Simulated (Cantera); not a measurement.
What does this Cantera script print?

```python
import numpy as np
import cantera as ct

gas_names = """
    Fe FeO Fe(OH)2 H HO2 H2 H2O H2O2 O OH O2 O3
""".split()
cond_names = """
    Fe(a) Fe(c) Fe(d) Fe(L) FeO(s) FeO(L) Fe(OH)2(s) Fe(OH)3(s) Fe2O3(s) Fe3O4(s) H2O(s) H2O(L)
""".split()


# ... load() reads the species with a 1 bar reference pressure and builds the phases ...
atoms = {
    'Fe2O3': {'Fe': 2, 'O': 3},
    'H2O': {'H': 2, 'O': 1},
}
top_T = {'Fe2O3(s)': 1830, 'Fe3O4(s)': 1870}  # K; cautious upper limits of use, not melting points


# ... equilibrate(T, P, feed) seeds the gas with the atoms and calls Mixture.equilibrate('TP', solver="vcs", rtol=1e-11, max_steps=5000) ...
results = []
feed = {'Fe2O3': 1, 'H2O': 1.7}  # mol
P = 100000  # Pa
for T in [1025, 1050, 1075, 1100, 1125, 1150, 1175, 1200, 1225, 1250, 1275, 1300, 1325]:
    mix = equilibrate(T, P, feed)
    results.append((T, P, feed, dict(zip(mix.species_names, mix.species_moles))))
    x = sorted(zip(gas.X, gas.species_names), reverse=True)
    print(f"T = {T:g} K  P = {P:g} Pa  gas = {mix.phase_moles(0):.4g} mol")
    print("   x: " + "  ".join(f"{s} {v:.3e}" for v, s in x if v > 0.001))
    print("   condensed (mol): " + ("  ".join(f"{mix.phase(i).name} {mix.phase_moles(i):.4g}"
          for i in range(1, mix.n_phases) if mix.phase_moles(i) > 1e-12) or "none"))
```

Result:

```
T = 1025 K  P = 100000 Pa  gas = 1.7 mol
   x: H2O 1.000e+00
   condensed (mol): Fe2O3(s) 1
T = 1050 K  P = 100000 Pa  gas = 1.7 mol
   x: H2O 1.000e+00
   condensed (mol): Fe2O3(s) 1
T = 1075 K  P = 100000 Pa  gas = 1.7 mol
   x: H2O 1.000e+00
   condensed (mol): Fe2O3(s) 1
T = 1100 K  P = 100000 Pa  gas = 1.7 mol
   x: H2O 1.000e+00
   condensed (mol): Fe2O3(s) 1
T = 1125 K  P = 100000 Pa  gas = 1.7 mol
   x: H2O 1.000e+00
   condensed (mol): Fe2O3(s) 1
T = 1150 K  P = 100000 Pa  gas = 1.7 mol
   x: H2O 1.000e+00
   condensed (mol): Fe2O3(s) 1
T = 1175 K  P = 100000 Pa  gas = 1.7 mol
   x: H2O 1.000e+00
   condensed (mol): Fe2O3(s) 1
T = 1200 K  P = 100000 Pa  gas = 1.7 mol
   x: H2O 1.000e+00
   condensed (mol): Fe2O3(s) 1
T = 1225 K  P = 100000 Pa  gas = 1.7 mol
   x: H2O 1.000e+00
   condensed (mol): Fe2O3(s) 1
T = 1250 K  P = 100000 Pa  gas = 1.7 mol
   x: H2O 1.000e+00
   condensed (mol): Fe2O3(s) 1
T = 1275 K  P = 100000 Pa  gas = 1.7 mol
   x: H2O 1.000e+00
   condensed (mol): Fe2O3(s) 1
T = 1300 K  P = 100000 Pa  gas = 1.7 mol
   x: H2O 1.000e+00
   condensed (mol): Fe2O3(s) 0.9999  Fe3O4(s) 4.498e-05
T = 1325 K  P = 100000 Pa  gas = 1.7 mol
   x: H2O 9.999e-01
   condensed (mol): Fe2O3(s) 0.9997  Fe3O4(s) 0.0001888
```

These are equilibrium values from Cantera (NASA tables, ideal gas, pure condensed phases), not measurements of a reactor. Mutual solubility and eutectic melting of coexisting phases are not modelled.
